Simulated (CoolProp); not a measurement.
C2F6 (R116) along the isobar 77.2 bar: Z from the reference equation and from simpler models built on Tc = 293.0 K, pc = 30.48 bar, ω = 0.257; each cubic takes its own stable root.

Model: reference Helmholtz-energy equation of state, Lemmon 2006, in CoolProp. It is a short technical equation, of lower accuracy than the large ones.

```csv
T (K),phase,reference
273.5,liquid,0.3692
277.1,liquid,0.3707
280.7,liquid,0.3726
284.3,liquid,0.3749
287.8,liquid,0.3776
291.4,liquid,0.3810
295,supercritical,0.3849
298.6,supercritical,0.3895
302.2,supercritical,0.3948
305.7,supercritical,0.4008
309.3,supercritical,0.4078
312.9,supercritical,0.4160
316.5,supercritical,0.4253
320.1,supercritical,0.4359
323.6,supercritical,0.4476
327.2,supercritical,0.4610
```

**Question.** How far does each simpler model (Redlich-Kwong, Peng-Robinson) lie from the reference over these 16 states: mean and median of the absolute difference, and the worst?

**Answer.** 
- Redlich-Kwong: mean 7.5 %, median 8.2 %, worst +8.6 % at 287.8 K and 77.2 bar
- Peng-Robinson: mean 2.5 %, median 2.4 %, worst -5.1 % at 273.5 K and 77.2 bar
